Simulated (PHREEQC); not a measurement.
Dissolve 7.1 mmol/kgw NH4HSO4 and 6.8 mmol/kgw NaHF2 at 25 °C. Closed to the air; pH follows from the charge balance.

Computed with PHREEQC (ion-association model, phreeqc.dat).

Each row changes one thing in this solution. No solid was allowed to form.

```json
[
 {"case": "as made", "pH": "2.61", "ionic strength (mol/kgw)": "0.0221", "HF (mol/kgw)": "0.0101", "NH4+ (mol/kgw)": "0.00681", "SO4-2 (mol/kgw)": "0.00580", "F- (mol/kgw)": "0.00323"},
 {"case": "0.00057 mol/kgw NaBr added", "pH": "2.61", "ionic strength (mol/kgw)": "?", "HF (mol/kgw)": "0.0101", "NH4+ (mol/kgw)": "0.00681", "SO4-2 (mol/kgw)": "0.00579", "F- (mol/kgw)": "0.00323"},
 {"case": "diluted 5-fold with water", "pH": "2.99", "ionic strength (mol/kgw)": "0.00514", "HF (mol/kgw)": "0.00158", "NH4+ (mol/kgw)": "0.00140", "SO4-2 (mol/kgw)": "0.00129", "F- (mol/kgw)": "0.00112"},
 {"case": "NH4HSO4 from 0.0071 to 0.00355 mol/kgw", "pH": "2.88", "ionic strength (mol/kgw)": "?", "HF (mol/kgw)": "0.00844", "NH4+ (mol/kgw)": "0.00346", "SO4-2 (mol/kgw)": "0.00312", "F- (mol/kgw)": "0.00483"},
 {"case": "NaHF2 from 0.0068 to 0.00068 mol/kgw", "pH": "2.35", "ionic strength (mol/kgw)": "0.0178", "HF (mol/kgw)": "?", "NH4+ (mol/kgw)": "0.00683", "SO4-2 (mol/kgw)": "0.00525", "F- (mol/kgw)": "0.000197"},
 {"case": "NaHF2 replaced by Na2SiF6 at the same molality", "pH": "2.35", "ionic strength (mol/kgw)": "0.0369", "HF (mol/kgw)": "0.00300", "NH4+ (mol/kgw)": "0.00687", "SO4-2 (mol/kgw)": "0.00532", "F- (mol/kgw)": "0.000549"}
]
```

Q: What belongs in the gaps?

A: 
- 0.00057 mol/kgw NaBr added, ionic strength (mol/kgw): 0.0226
- NH4HSO4 from 0.0071 to 0.00355 mol/kgw, ionic strength (mol/kgw): 0.0148
- NaHF2 from 0.0068 to 0.00068 mol/kgw, HF (mol/kgw): 0.00116

Complexes and solids missing from the database can't appear. Some of these states are supersaturated (in Quartz (slow to form), Chalcedony (slow to form), for instance).
